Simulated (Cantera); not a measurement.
**Ta2O5 + C + H2 (carbothermic reduction)**

Input: 1 mol Ta2O5, 1.9 mol C, 7.7 mol H2, equilibrated at 2248.15 K.

Equilibrium computed with Cantera from the NASA thermochemical tables; the gas is ideal and each condensed phase is pure. Candidate condensed phases: C, C6H6, C7H8, C8H18, H2O, Ta, TaC, Ta2O5; 113 gas species. Mutual solubility and eutectic melting of coexisting phases are not modelled. TaC: taken at fixed stoichiometry. Condensed phases not in the tables: Ta2C, N, O or C dissolved in the metal. Kinetics and transport are ignored.

| P (Pa) | log p H2 | log p H | log p CO | log p TaO2 | log p TaO | log p H2O | log p CO2 | log p OH | n Ta(s) | n Ta2O5(l) | n TaC(s) |
|---|---|---|---|---|---|---|---|---|---|---|---|
| 10 | -4.49 | -4.38 | -4.88 | -5.06 | -5.41 | -7.18 | -8.31 | -7.89 | 0.177 | 0 | 0 |
| 36 | -3.78 | -4.02 | -4.28 | -4.43 | -5.10 | -6.15 | -7.39 | -7.22 | 0.330 | 0.0186 | 0 |
| 130 | -3.09 | -3.68 | -3.64 | -4.43 | -5.10 | -5.46 | -6.75 | -6.88 | 0.670 | 0.475 | 0 |
| 460 | -2.49 | -3.38 | -3.07 | -4.43 | -5.10 | -4.86 | -6.18 | -6.58 | 0.746 | 0.577 | 0 |
| 1700 | -1.89 | -3.08 | -2.49 | -4.43 | -5.10 | -4.27 | -5.60 | -6.28 | 0.766 | 0.604 | 0 |
| 6000 | -1.33 | -2.80 | -1.93 | -4.43 | -5.10 | -3.71 | -5.04 | -6.00 | 0.771 | 0.611 | 0 |
| 22000 | -0.76 | -2.51 | -1.36 | -4.43 | -5.10 | -3.14 | -4.48 | -5.71 | 0.773 | 0.613 | 0 |
| 77000 | -0.19 | -2.23 | -0.94 | -4.48 | -5.26 | -2.46 | -3.95 | -5.32 | 0 | 0.722 | 0.555 |
| 280000 | 0.37 | -1.95 | -0.38 | -4.56 | -5.50 | -1.73 | -3.23 | -4.88 | 0 | 0.720 | 0.560 |
| 1000000 | 0.92 | -1.67 | 0.17 | -4.64 | -5.74 | -1.02 | -2.52 | -4.44 | 0 | 0.716 | 0.568 |
log p: log10 of the partial pressure in bar; n: condensed amount in mol.

At 10.0 Pa the condensed part is Ta(s). From 36.0 Pa to 0.220 bar the condensed part is Ta(s) + Ta2O5(l). From 0.770 bar to 10.0 bar the condensed part is TaC(s) + Ta2O5(l). The main Ta-bearing gas is TaO2 throughout.
